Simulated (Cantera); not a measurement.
Source: NASA polynomial tables (part measured, part estimated), evaluated in Cantera. Values are per mole of reaction as written; species without (g) are pure solids or liquids, kept so even where they would boil at 1 bar.

Between 1600 and 1950 K, where is each reaction favourable under standard conditions?
- 3 TiO(g) + 2 CO(g) = 2 C + Ti₃O₅
- 2 Ti₄O₇ = 3 O₂(g) + 8 TiO(g)
- 7 Ti₂O₃ = 2 Ti + 3 Ti₄O₇


- 3 TiO(g) + 2 CO(g) = 2 C + Ti₃O₅: ΔG° is -979 kJ at 1600 K and -695 kJ at 1950 K; it stays negative (K > 1). ΔH° is -2259 kJ and ΔS° -802 J/K at 1950 K.
- 2 Ti₄O₇ = 3 O₂(g) + 8 TiO(g): ΔG° is 4104 kJ at 1600 K and 3473 kJ at 1950 K; it stays positive (K < 1). ΔH° is 6949 kJ and ΔS° 1782 J/K at 1950 K.
- 7 Ti₂O₃ = 2 Ti + 3 Ti₄O₇: ΔG° is 353 kJ at 1600 K and 358 kJ at 1950 K; it stays positive (K < 1). ΔH° is 351 kJ and ΔS° -4 J/K at 1950 K.
